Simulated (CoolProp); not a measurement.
Vapour-liquid equilibrium of 1-butene (1) + acetone (2) at 0.202 MPa; x and y are mole fractions of (1).

Model: multi-fluid Helmholtz-energy mixture model, Lemmon 2005 and Lemmon 2006; pair parameters Bell 2016, in CoolProp.

```json
[
 {"x": "0.05", "bubble temperature, mixture model (°C)": "62.1", "bubble temperature, Raoult's law (°C)": "70.4", "y, mixture model": "0.398", "y, Raoult's law": "0.240"},
 {"x": "0.15", "bubble temperature, mixture model (°C)": "41.6", "bubble temperature, Raoult's law (°C)": "58.2", "y, mixture model": "0.727", "y, Raoult's law": "0.542"},
 {"x": "0.25", "bubble temperature, mixture model (°C)": "30.9", "bubble temperature, Raoult's law (°C)": "48.6", "y, mixture model": "0.833", "y, Raoult's law": "0.711"},
 {"x": "0.35", "bubble temperature, mixture model (°C)": "25.3", "bubble temperature, Raoult's law (°C)": "40.9", "y, mixture model": "0.877", "y, Raoult's law": "0.812"},
 {"x": "0.45", "bubble temperature, mixture model (°C)": "22.1", "bubble temperature, Raoult's law (°C)": "34.5", "y, mixture model": "0.899", "y, Raoult's law": "0.876"},
 {"x": "0.55", "bubble temperature, mixture model (°C)": "20.0", "bubble temperature, Raoult's law (°C)": "29.2", "y, mixture model": "0.914", "y, Raoult's law": "0.918"},
 {"x": "0.65", "bubble temperature, mixture model (°C)": "18.5", "bubble temperature, Raoult's law (°C)": "24.7", "y, mixture model": "0.925", "y, Raoult's law": "0.947"},
 {"x": "0.75", "bubble temperature, mixture model (°C)": "17.1", "bubble temperature, Raoult's law (°C)": "20.8", "y, mixture model": "0.938", "y, Raoult's law": "0.968"},
 {"x": "0.85", "bubble temperature, mixture model (°C)": "15.5", "bubble temperature, Raoult's law (°C)": "17.3", "y, mixture model": "0.955", "y, Raoult's law": "0.984"},
 {"x": "0.95", "bubble temperature, mixture model (°C)": "13.8", "bubble temperature, Raoult's law (°C)": "14.3", "y, mixture model": "0.981", "y, Raoult's law": "0.995"}
]
```

The largest gap from Raoult's law is -17.7 K in bubble temperature, at x = 0.25. No azeotrope shows between x = 0.05 and 0.95.

Pair parameters are fitted to limited data, so mixtures are less certain than the pure fluids. With so large a gap from Raoult's law the liquid may split in two, which this calculation doesn't test in full.
